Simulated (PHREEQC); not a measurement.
Dissolve 98 mmol/kgw ZnSO4, 2.9 mmol/kgw CuCl2, 0.16 mmol/kgw HCl and 70 mmol/kgw Na2SO4 at 75 °C. Closed to the air; pH follows from the charge balance.

All values are PHREEQC results (ion-association model, wateq4f.dat), not measurements.

The pH is 4.71 and the ionic strength is 0.333 mol/kgw. The total alkalinity comes out as -0.160 meq/kg.

```tsv
species	molality	activity	log γ
Na+	0.127	0.0881	-0.158
SO4-2	0.0749	0.0159	-0.674
ZnSO4	0.0435	0.0470	0.033
Zn+2	0.0363	0.00908	-0.601
Zn(SO4)2-2	0.0174	0.00436	-0.601
NaSO4-	0.0132	0.00919	-0.159
Cl-	0.00510	0.00330	-0.189
CuSO4	0.00143	0.00155	0.033
Cu+2	0.00142	0.000356	-0.601
```

No solid was allowed to form. At this temperature some constants are extrapolated from 25 °C, and those without enthalpy data are left unchanged.
